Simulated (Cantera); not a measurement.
**Thermodynamics of hydrogen reduction and annealing atmospheres, feed PbS + H2**

Feed: 1 mol PbS, 1.2 mol H2, at 1.00 Torr.

Equilibrium computed with Cantera from the NASA thermochemical tables; the gas is ideal and each condensed phase is pure. Candidate condensed phases: Pb, PbS, S; 10 gas species. Gases not in the tables: S3 to S7. The numbers say what is thermodynamically allowed, not how fast it happens.

```csv
T (K),log p H2,log p PbS,log p Pb,log p S2,log p H2S,log p SH,n PbS(s),n Pb(l)
600,-2.88,-11.82,-11.29,<-14,-7.28,<-14,1.000,0
750,-2.88,-7.91,-8.02,-13.51,-5.94,-12.58,0.999,0.00102
900,-2.88,-5.33,-5.86,-9.69,-5.07,-9.80,0.988,0.00646
1050,-3.02,-3.51,-4.46,-6.72,-4.47,-7.77,0.587,0
1200,-3.17,-3.27,-4.22,-5.09,-4.37,-6.57,0,0
1350,-3.17,-3.32,-3.97,-4.44,-4.48,-5.89,0,0
1500,-3.18,-3.41,-3.74,-4.10,-4.67,-5.43,0,0
1650,-3.20,-3.56,-3.57,-3.91,-4.88,-5.11,0,0
1800,-3.21,-3.74,-3.46,-3.80,-5.08,-4.87,0,0
```
log p: log10 of the partial pressure in bar; n: condensed amount in mol.

At 600 K the condensed part is PbS(s). From 750 K to 900 K the condensed part is Pb(l) + PbS(s). At 1050 K the condensed part is PbS(s). From 1200 K to 1800 K nothing is condensed.
